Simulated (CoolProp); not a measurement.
Properties of hydrogen chloride along the isobar 11.4 MPa (Tc = 324.7 K, pc = 8.314 MPa, ω = 0.130).

Model: reference Helmholtz-energy equation of state, Thol 2018, in CoolProp.

```csv
T (K),phase,density (kg/m³),cp (kJ/(kg K)),cv (kJ/(kg K)),expansivity (1/kK),fugacity coefficient
240.5,liquid,1067,___,0.9461,2.617,0.09154
273.7,liquid,964.9,1.834,___,3.570,0.2135
307,liquid,827.0,___,0.8826,6.284,0.3908
340.2,supercritical,488.9,7.850,1.016,48.34,0.5882
373.5,supercritical,211.8,2.163,0.8114,10.51,0.7049
406.7,supercritical,164.1,1.436,0.6964,5.868,0.7748
439.9,supercritical,139.2,1.190,0.6443,4.258,0.8245
473.2,supercritical,122.7,1.073,0.6186,3.421,0.8617
506.4,supercritical,110.5,1.007,0.6058,2.901,0.8903
539.7,supercritical,___,0.9668,0.5999,2.538,0.9128
```

### Question
Some entries are withheld; supply them.

### Answer

- 240.5, cp (kJ/(kg K)): 1.695
- 273.7, cv (kJ/(kg K)): 0.9031
- 307, cp (kJ/(kg K)): 2.255
- 539.7, density (kg/m³): 101.0

The peak of cp marks the crossing from liquid-like to gas-like fluid above the critical point.
